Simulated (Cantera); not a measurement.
An adiabatic, constant-pressure homogeneous reactor starts with CH₄ : O₂ : N₂ = 1 : 1.33 : 8.67 (molar parts), at 1473 K and 760000 Pa. Integrator tolerance rtol = 1e-08.

Model: GRI-Mech 3.0 (53 species, 325 reactions), integrated in Cantera.

Question: What does this change do: initial temperature 1473 to 1650 K?

Answer: 
```
quantity                                                              before                                      after
---------------------------------  -----------------------------------------  -----------------------------------------
time of steepest temperature rise                                   0.651 ms                                   0.118 ms
temperature at 0.900 s                                                2460 K                                     2610 K
equilibrium temperature                                               2460 K                                     2610 K
x(CH₄) at 0.900 s                  1.62e-11 (gas-phase equilibrium 1.83e-11)  8.64e-12 (gas-phase equilibrium 9.78e-12)
x(O₂) at 0.900 s                     1.63e-5 (gas-phase equilibrium 1.63e-5)    6.86e-5 (gas-phase equilibrium 6.86e-5)
x(C₂H₂) at 0.900 s                     <1e-12 (gas-phase equilibrium <1e-12)      <1e-12 (gas-phase equilibrium <1e-12)
x(C₂H₆) at 0.900 s                     <1e-12 (gas-phase equilibrium <1e-12)      <1e-12 (gas-phase equilibrium <1e-12)
x(HO₂) at 0.900 s                    1.92e-8 (gas-phase equilibrium 1.92e-8)    8.22e-8 (gas-phase equilibrium 8.22e-8)
```

Question: What does this change do: pressure from 760000 Pa to 500000 Pa?

Answer: 
| quantity | before | after |
|---|---|---|
| time of steepest temperature rise | 0.651 ms | 0.920 ms |
| temperature at 0.900 s | 2460 K | 2457 K |
| equilibrium temperature | 2460 K | 2457 K |
| x(CH₄) at 0.900 s | 1.62e-11 (gas-phase equilibrium 1.83e-11) | 7.11e-12 (gas-phase equilibrium 8.03e-12) |
| x(O₂) at 0.900 s | 1.63e-5 (gas-phase equilibrium 1.63e-5) | 2.38e-5 (gas-phase equilibrium 2.38e-5) |
| x(C₂H₂) at 0.900 s | <1e-12 (gas-phase equilibrium <1e-12) | <1e-12 (gas-phase equilibrium <1e-12) |
| x(C₂H₆) at 0.900 s | <1e-12 (gas-phase equilibrium <1e-12) | <1e-12 (gas-phase equilibrium <1e-12) |
| x(HO₂) at 0.900 s | 1.92e-8 (gas-phase equilibrium 1.92e-8) | 2.27e-8 (gas-phase equilibrium 2.27e-8) |

Question: What does this change do: initial temperature 1473 to 1400 K?

Answer: 
```csv
quantity,before,after
time of steepest temperature rise,0.651 ms,1.39 ms
temperature at 0.900 s,2460 K,2396 K
equilibrium temperature,2460 K,2396 K
x(CH₄) at 0.900 s,1.62e-11 (gas-phase equilibrium 1.83e-11),2.19e-11 (gas-phase equilibrium 2.46e-11)
x(O₂) at 0.900 s,1.63e-5 (gas-phase equilibrium 1.63e-5),8.32e-6 (gas-phase equilibrium 8.32e-6)
x(C₂H₂) at 0.900 s,<1e-12 (gas-phase equilibrium <1e-12),<1e-12 (gas-phase equilibrium <1e-12)
x(C₂H₆) at 0.900 s,<1e-12 (gas-phase equilibrium <1e-12),<1e-12 (gas-phase equilibrium <1e-12)
x(HO₂) at 0.900 s,1.92e-8 (gas-phase equilibrium 1.92e-8),9.71e-9 (gas-phase equilibrium 9.71e-9)
```
